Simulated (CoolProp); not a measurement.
Propylene at 293.15 K and 5.3 MPa is throttled through a valve to 0.968 MPa with no heat exchange. Each further row changes one setting.

The numbers come from the reference Helmholtz-energy equation of state, Lemmon 2013 in CoolProp.

```json
[
 {"case": "as stated", "temperature change (K)": "-1.9", "final phase": "two-phase, vapour fraction 0.016", "final density (kg/m³)": "371"},
 {"case": "outlet pressure 0.29 MPa", "temperature change (K)": "-41.5", "final phase": "two-phase, vapour fraction 0.251", "final density (kg/m³)": "24.3"},
 {"case": "outlet pressure 1.26 MPa", "temperature change (K)": "+0.3", "final phase": "liquid", "final density (kg/m³)": "515"}
]
```
